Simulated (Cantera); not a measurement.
Input (Python, Cantera):

```python
import numpy as np
import cantera as ct

gas = ct.Solution("h2o2.yaml")
gas.TPX = 648, 160000, {'H2': 1, 'O2': 0.333, 'N2': 1.25}
flame = ct.FreeFlame(gas, width=0.029)
flame.set_refine_criteria(ratio=3, slope=0.08, curve=0.16)
flame.transport_model = "mixture-averaged"
flame.solve(loglevel=0, auto=True)
z, T = flame.grid, flame.T
thick = (T[-1] - T[0]) / np.gradient(T, z).max()
show = ['H2', 'O2', 'H2O', 'O', 'H2O2', 'H']
print(f"laminar burning velocity  {flame.velocity[0] * 100:.3f} cm/s")
print(f"burnt temperature         {T[-1]:.1f} K")
print(f"thermal thickness         {thick * 1e3:.4f} mm")
print(f"grid points               {len(z)}")
z0 = z[flame.heat_release_rate.argmax()]
print(f"{'z/mm':>9s}{'T/K':>9s}{'u/(m/s)':>9s}" + "".join(f"{s:>11s}" for s in show))
rows = []
for k in (-3, -2, -1.5, -1, -0.5, -0.25, 0, 0.25, 0.5, 1, 2, 4, 8):
    zz = z0 + k * thick
    rows.append([k * thick, np.interp(zz, z, T), np.interp(zz, z, flame.velocity),
                 *(np.interp(zz, z, flame.X[gas.species_index(s)]) for s in show)])
    print(f"{rows[-1][0] * 1e3:9.3f}{rows[-1][1]:9.1f}{rows[-1][2]:9.3f}" + "".join(f"{x:11.3e}" for x in rows[-1][3:]))
```

It prints:

```
laminar burning velocity  1060.840 cm/s
burnt temperature         2495.2 K
thermal thickness         0.2555 mm
grid points               140
     z/mm      T/K  u/(m/s)         H2         O2        H2O          O       H2O2          H
   -0.766    648.0   10.608  3.871e-01  1.289e-01  7.176e-14  1.151e-16  2.282e-15  4.761e-16
   -0.511    648.0   10.608  3.871e-01  1.289e-01  1.228e-11  1.115e-13  2.298e-14  1.242e-12
   -0.383    648.0   10.608  3.871e-01  1.289e-01  3.521e-10  6.484e-12  7.744e-13  1.394e-10
   -0.255    648.0   10.608  3.871e-01  1.289e-01  7.480e-08  1.984e-09  2.847e-10  8.001e-08
   -0.128    664.6   10.838  3.839e-01  1.289e-01  7.249e-04  1.099e-05  2.773e-06  2.699e-04
   -0.064    871.7   13.912  3.514e-01  1.231e-01  1.921e-02  4.193e-04  1.250e-05  8.349e-03
    0.000   1309.1   20.241  2.408e-01  8.119e-02  1.089e-01  4.879e-03  4.687e-06  4.960e-02
    0.064   1619.0   24.706  1.442e-01  2.486e-02  2.136e-01  7.417e-03  2.302e-06  8.291e-02
    0.128   1759.5   26.644  1.227e-01  9.102e-03  2.441e-01  6.522e-03  1.429e-06  8.383e-02
    0.255   1902.3   28.532  1.236e-01  4.930e-03  2.546e-01  5.302e-03  8.097e-07  7.133e-02
    0.511   2050.6   30.425  1.292e-01  3.371e-03  2.621e-01  3.816e-03  4.391e-07  5.542e-02
    1.022   2190.2   32.147  1.339e-01  2.064e-03  2.703e-01  2.374e-03  2.490e-07  4.049e-02
    2.044   2308.8   33.567  1.378e-01  1.090e-03  2.781e-01  1.262e-03  1.482e-07  2.783e-02
```

Detailed kinetics in Cantera: the H2/O2 subset of GRI-Mech 3.0, which has no nitrogen chemistry. Burning velocities carry a grid error of a few per cent, more on coarse grids.
